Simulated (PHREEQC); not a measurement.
NaHCO3 is added in steps, without added water, to 1 kg of water holding 0.0029 mol/kgw Cd(NO3)2, at 66 °C. O2 is buffered at 0.21 atm. No CO2 enters from the air. Only these solids could form: Cd(OH)2, Otavite, Nahcolite, Natron.

Base run: PHREEQC, ion-association model, wateq4f.dat. Each further column changes one thing. The table gives Cd in solution (mol/kgw).

| NaHCO3 added (mol) | base | database phreeqc.dat | Debye-Hückel limiting law | metal-ligand complexes left out | Davies equation for every ion |
|---|---|---|---|---|---|
| 0 | 0.00290 | 0.00290 | 0.00290 | 0.00290 | 0.00290 |
| 0.001875 | 0.00199 | 0.00199 | 0.00199 | 0.00199 | 0.00199 |
| 0.003375 | 0.00127 | 0.00127 | 0.00127 | (withheld) | 0.00127 |
| 0.00525 | 0.000395 | 0.000395 | (withheld) | 0.000394 | 0.000396 |
| 0.00675 | 2.77e-5 | 2.76e-5 | (withheld) | (withheld) | 2.78e-5 |
| 0.008625 | 3.89e-6 | 3.89e-6 | 4.23e-6 | 3.64e-6 | 3.92e-6 |
| 0.01013 | 1.80e-6 | 1.79e-6 | (withheld) | (withheld) | 1.81e-6 |
| 0.012 | 9.54e-7 | 9.52e-7 | 1.06e-6 | 8.39e-7 | 9.63e-7 |

Question: Complete the blanks.

Answer: 
- 0.003375, metal-ligand complexes left out: 0.00126
- 0.00525, Debye-Hückel limiting law: 0.000399
- 0.00675, Debye-Hückel limiting law: 2.94e-5
- 0.00675, metal-ligand complexes left out: 2.69e-5
- 0.01013, Debye-Hückel limiting law: 1.97e-6
- 0.01013, metal-ligand complexes left out: 1.63e-6

Constants without temperature data keep their 25 °C values here. The database's cadmium carbonate complexes are estimates of doubtful size. phreeqc.dat and wateq4f.dat share most of their constants, so their agreement is no independent check. Solids allowed in the column 'database phreeqc.dat': Cd(OH)2, Otavite.
